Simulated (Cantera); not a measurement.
Adiabatic ignition

An adiabatic, constant-volume homogeneous reactor starts with CH₄ : CO : O₂ : N₂ : CO₂ = 1 : 0.12 : 6.65 : 79.7 : 4.2 (molar parts), equivalence ratio 0.31, at 1225 K and 1130 Torr.

Detailed kinetics in Cantera: GRI-Mech 3.0 (53 species, 325 reactions).

```json
[
 {"t (s)": "5.00e-6", "T (K)": "1225", "P (bar)": "1.50", "x CH₄": "0.0109", "x CO": "0.00131", "x O₂": "0.0725", "x H₂": "3.36e-12", "x N₂O": "<1e-12", "x NO": "<1e-12", "x O": "3.67e-11"},
 {"t (s)": "1.95e-5", "T (K)": "1225", "P (bar)": "1.50", "x CH₄": "0.0109", "x CO": "0.00131", "x O₂": "0.0725", "x H₂": "2.14e-11", "x N₂O": "<1e-12", "x NO": "<1e-12", "x O": "6.14e-11"},
 {"t (s)": "7.58e-5", "T (K)": "1225", "P (bar)": "1.50", "x CH₄": "0.0109", "x CO": "0.00131", "x O₂": "0.0725", "x H₂": "1.12e-10", "x N₂O": "<1e-12", "x NO": "<1e-12", "x O": "7.18e-11"},
 {"t (s)": "0.000295", "T (K)": "1225", "P (bar)": "1.50", "x CH₄": "0.0109", "x CO": "0.00131", "x O₂": "0.0725", "x H₂": "7.55e-10", "x N₂O": "<1e-12", "x NO": "<1e-12", "x O": "1.11e-10"},
 {"t (s)": "0.00115", "T (K)": "1225", "P (bar)": "1.50", "x CH₄": "0.0109", "x CO": "0.00131", "x O₂": "0.0725", "x H₂": "9.09e-9", "x N₂O": "1.34e-12", "x NO": "<1e-12", "x O": "3.40e-10"},
 {"t (s)": "0.00447", "T (K)": "1225", "P (bar)": "1.50", "x CH₄": "0.0109", "x CO": "0.00131", "x O₂": "0.0725", "x H₂": "2.50e-7", "x N₂O": "1.56e-11", "x NO": "<1e-12", "x O": "2.63e-9"},
 {"t (s)": "0.0174", "T (K)": "1226", "P (bar)": "1.50", "x CH₄": "0.0108", "x CO": "0.00131", "x O₂": "0.0725", "x H₂": "7.75e-6", "x N₂O": "2.22e-10", "x NO": "<1e-12", "x O": "1.27e-8"},
 {"t (s)": "0.0678", "T (K)": "1553", "P (bar)": "1.90", "x CH₄": "<1e-12", "x CO": "2.82e-6", "x O₂": "0.0501", "x H₂": "3.21e-7", "x N₂O": "2.04e-7", "x NO": "9.11e-7", "x O": "1.59e-6"},
 {"t (s)": "0.264", "T (K)": "1553", "P (bar)": "1.90", "x CH₄": "<1e-12", "x CO": "2.00e-6", "x O₂": "0.0501", "x H₂": "2.67e-7", "x N₂O": "7.07e-8", "x NO": "9.38e-7", "x O": "1.33e-6"},
 {"t (s)": "1.03", "T (K)": "1553", "P (bar)": "1.90", "x CH₄": "<1e-12", "x CO": "2.00e-6", "x O₂": "0.0501", "x H₂": "2.67e-7", "x N₂O": "7.07e-8", "x NO": "1.04e-6", "x O": "1.33e-6"},
 {"t (s)": "4.00", "T (K)": "1553", "P (bar)": "1.90", "x CH₄": "<1e-12", "x CO": "2.00e-6", "x O₂": "0.0501", "x H₂": "2.67e-7", "x N₂O": "7.07e-8", "x NO": "1.44e-6", "x O": "1.33e-6"}
]
```
x: mole fraction; the columns are a selection and need not sum to one.

```yaml
time_of_steepest_temperature_rise: 38.6 ms
temperature at 4.00 s: 1553 K
equilibrium_temperature: 1550 K
x(CH₄) at 4.00 s: <1e-12 (gas-phase equilibrium <1e-12)
x(CO) at 4.00 s: 2.00e-6 (gas-phase equilibrium 1.94e-6)
x(O₂) at 4.00 s: 0.0501 (gas-phase equilibrium 0.0497)
```
